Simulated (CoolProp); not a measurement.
A closed Brayton cycle with carbon dioxide: compressor inlet 329.15 K and 7.9 MPa, high pressure 15.5 MPa, turbine inlet 715 K, compressor efficiency 0.89, turbine efficiency 0.93, recuperator effectiveness 0.9 (on enthalpy, no pinch check). Each further row changes one setting.

The numbers come from the reference Helmholtz-energy equation of state, Span 1996 in CoolProp.

| case | thermal efficiency (%) | net work (kJ/kg) | compressor to turbine work | compressor exit (K) | turbine exit (K) |
|---|---|---|---|---|---|
| as stated | [?] | 46.0 | 0.42 | 387.0 | 638.2 |
| turbine inlet 665 K | [?] | 39.4 | 0.46 | 387.0 | 591.3 |
| compressor inlet 339.15 K | 27.6 | 42.4 | 0.47 | [?] | 638.2 |
| high pressure 13.2 MPa | [?] | 36.6 | 0.41 | 372.8 | 656.3 |
| recuperator effectiveness 0.5 | 16.6 | 46.0 | 0.42 | 387.0 | 638.2 |

Problem. Fill in the missing entries.

Solution. 
- as stated, thermal efficiency (%): 28.4
- turbine inlet 665 K, thermal efficiency (%): 26.3
- compressor inlet 339.15 K, compressor exit (K): 399.7
- high pressure 13.2 MPa, thermal efficiency (%): 26.5
